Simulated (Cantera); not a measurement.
Charge: 1 mol CO2, 0.074 mol H2, equilibrated at 3523 K and 0.100 bar.

Method: chemical equilibrium by Gibbs-energy minimisation in Cantera with the NASA 1993 tables (ideal gas, pure condensed phases). Candidate condensed phases: C, C6H6, C7H8, C8H18, H2O; 110 gas species. The numbers say what is thermodynamically allowed, not how fast it happens.

Base state: CO 0.484, O 0.372, H 0.0618, O2 0.0507, CO2 0.0206, OH 0.0102, H2 0.000986, H2O 0.000349 (mole fractions); condensed: gas only.

Task: What changes in the equilibrium state with this change: temperature from 3523 K to 2398 K?

Result: 
```csv
species,before,after
CO2,0.0206,0.678
CO,0.484,0.187
O2,0.0507,0.0578
O,0.372,0.00652
H2O,0.000349,0.0552
H,0.0618,0.00253
OH,0.0102,0.00993
H2,0.000986,0.00258
```
